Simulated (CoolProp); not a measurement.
Saturated liquid density (kg/m³) of n-perfluorobutane: the reference equation beside estimates from Tc = 386.3 K, pc = 2.322 MPa, ω = 0.372.

Computed with CoolProp (reference Helmholtz-energy equation of state, Gao 2022).

```csv
T (K),reference,van der Waals,Redlich-Kwong,Peng-Robinson
206.4,1819,1106,1639,1915
210.5,1805,1099,1627,1904
214.6,1791,1092,1615,1894
218.7,1777,1085,1602,1882
222.8,1763,1077,1590,1871
226.9,1749,1070,1577,1859
231,1735,1062,1564,1847
235.1,1721,1055,1551,1834
239.2,1707,1047,1537,1821
243.4,1692,1039,1523,1808
247.5,1678,1030,1509,1794
251.6,1664,1022,1495,1780
255.7,1650,1014,1480,1765
259.8,1636,1005,1465,1751
263.9,1622,996.5,1449,1735
```

Absolute difference from the reference over all 15 rows, mean and median: van der Waals 38.8 and 38.7 %, Redlich-Kwong 10.0 and 9.9 %, Peng-Robinson 6.4 and 6.6 %.
